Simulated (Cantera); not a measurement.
## Premixed flame

A freely propagating, adiabatic, planar premixed flame of 5.95 % CO, 1.13 % H2, 5.95 % CH4, 12.9 % O2, 51.5 % N2, 22.6 % H2O, unburnt at 550 K and 1.00 bar; mixture-averaged transport, grid criteria slope 0.08 and curve 0.16, no radiation.

Cantera simulation using GRI-Mech 3.0 (53 species, 325 reactions); the numbers are that mechanism's predictions, not measurements. Burning velocities carry a grid error of a few per cent, more on coarse grids.

```json
[
 {"z (mm)": "-1.88", "T (K)": "550", "u (m/s)": "0.516", "x CO": "0.0595", "x H2": "0.0123", "x CH4": "0.0594", "x H": "<1e-8", "x CH3": "<1e-8", "x NO2": "<1e-8"},
 {"z (mm)": "-1.25", "T (K)": "555", "u (m/s)": "0.522", "x CO": "0.0594", "x H2": "0.0140", "x CH4": "0.0591", "x H": "<1e-8", "x CH3": "1.17e-8", "x NO2": "<1e-8"},
 {"z (mm)": "-0.938", "T (K)": "569", "u (m/s)": "0.536", "x CO": "0.0593", "x H2": "0.0157", "x CH4": "0.0583", "x H": "<1e-8", "x CH3": "6.34e-8", "x NO2": "1.84e-8"},
 {"z (mm)": "-0.625", "T (K)": "643", "u (m/s)": "0.608", "x CO": "0.0593", "x H2": "0.0189", "x CH4": "0.0549", "x H": "3.35e-8", "x CH3": "1.25e-6", "x NO2": "9.83e-8"},
 {"z (mm)": "-0.313", "T (K)": "988", "u (m/s)": "0.941", "x CO": "0.0609", "x H2": "0.0237", "x CH4": "0.0384", "x H": "3.03e-5", "x CH3": "0.000117", "x NO2": "1.15e-7"},
 {"z (mm)": "-0.156", "T (K)": "1312", "u (m/s)": "1.25", "x CO": "0.0629", "x H2": "0.0263", "x CH4": "0.0214", "x H": "0.000319", "x CH3": "0.000718", "x NO2": "2.05e-8"},
 {"z (mm)": "0", "T (K)": "1611", "u (m/s)": "1.54", "x CO": "0.0611", "x H2": "0.0273", "x CH4": "0.00514", "x H": "0.00197", "x CH3": "0.000993", "x NO2": "<1e-8"},
 {"z (mm)": "0.156", "T (K)": "1741", "u (m/s)": "1.65", "x CO": "0.0493", "x H2": "0.0258", "x CH4": "0.000365", "x H": "0.00430", "x CH3": "0.000142", "x NO2": "<1e-8"},
 {"z (mm)": "0.313", "T (K)": "1786", "u (m/s)": "1.68", "x CO": "0.0387", "x H2": "0.0255", "x CH4": "1.51e-5", "x H": "0.00498", "x CH3": "7.33e-6", "x NO2": "<1e-8"},
 {"z (mm)": "0.625", "T (K)": "1831", "u (m/s)": "1.71", "x CO": "0.0311", "x H2": "0.0260", "x CH4": "4.18e-8", "x H": "0.00432", "x CH3": "2.49e-8", "x NO2": "<1e-8"},
 {"z (mm)": "1.25", "T (K)": "1872", "u (m/s)": "1.75", "x CO": "0.0290", "x H2": "0.0257", "x CH4": "<1e-8", "x H": "0.00297", "x CH3": "<1e-8", "x NO2": "<1e-8"},
 {"z (mm)": "2.50", "T (K)": "1903", "u (m/s)": "1.77", "x CO": "0.0286", "x H2": "0.0249", "x CH4": "<1e-8", "x H": "0.00178", "x CH3": "<1e-8", "x NO2": "<1e-8"},
 {"z (mm)": "5.00", "T (K)": "1921", "u (m/s)": "1.79", "x CO": "0.0285", "x H2": "0.0245", "x CH4": "<1e-8", "x H": "0.000971", "x CH3": "<1e-8", "x NO2": "<1e-8"}
]
```
x: mole fraction of selected species; z is measured from the peak of heat release.

```json
{
  "laminar_burning_velocity": "51.5 cm/s",
  "thermal_thickness": "0.625 mm",
  "peak x(H)": "0.00499",
  "peak x(CH3)": "0.00115",
  "grid_points": "134"
}
```
